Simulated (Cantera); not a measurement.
An isothermal, constant-pressure homogeneous reactor starts with C2H6 : N2 = 1 : 84 (molar parts), at 1125 K and 1.80 Torr. Integrator tolerance rtol = 1e-08.

Detailed kinetics in Cantera: GRI-Mech 3.0 (53 species, 325 reactions). GRI-Mech 3.0 stops at C3 and has no aromatics, soot or wall deposition, so with more carbon than oxygen in the feed, carbon stays in small species such as C2H2 where larger ones or solid carbon would form. Radical loss at walls, strong at low pressure, is not modelled.

What does this change do: pressure from 1.80 Torr to 0.285 Torr?


| quantity | before | after |
|---|---|---|
| x(C2H6) at 5.00 s | 0.00397 (gas-phase equilibrium 1.48e-10) | 0.0104 (gas-phase equilibrium 3.77e-12) |
| x(HCN) at 5.00 s | 2.32e-9 (gas-phase equilibrium 0.0170) | 1.17e-9 (gas-phase equilibrium 0.0170) |
| x(H) at 5.00 s | 4.11e-6 (gas-phase equilibrium 1.38e-7) | 3.44e-6 (gas-phase equilibrium 3.48e-7) |
| x(C2H) at 5.00 s | 2.62e-11 (gas-phase equilibrium 1.48e-12) | 2.57e-12 (gas-phase equilibrium 3.74e-12) |
| x(C2H4) at 5.00 s | 0.00651 (gas-phase equilibrium 6.83e-6) | 0.00119 (gas-phase equilibrium 1.09e-6) |

What does this change do: temperature 1125 to 1450 K?


```
quantity                                              before                                    after
-----------------  -----------------------------------------  ---------------------------------------
x(C2H6) at 5.00 s   0.00397 (gas-phase equilibrium 1.48e-10)   2.66e-7 (gas-phase equilibrium <1e-12)
x(HCN) at 5.00 s      2.32e-9 (gas-phase equilibrium 0.0170)   4.83e-6 (gas-phase equilibrium 0.0194)
x(H) at 5.00 s       4.11e-6 (gas-phase equilibrium 1.38e-7)  2.71e-5 (gas-phase equilibrium 2.95e-5)
x(C2H) at 5.00 s   2.62e-11 (gas-phase equilibrium 1.48e-12)  1.94e-8 (gas-phase equilibrium 3.10e-9)
x(C2H4) at 5.00 s    0.00651 (gas-phase equilibrium 6.83e-6)  2.31e-5 (gas-phase equilibrium 4.62e-8)
```
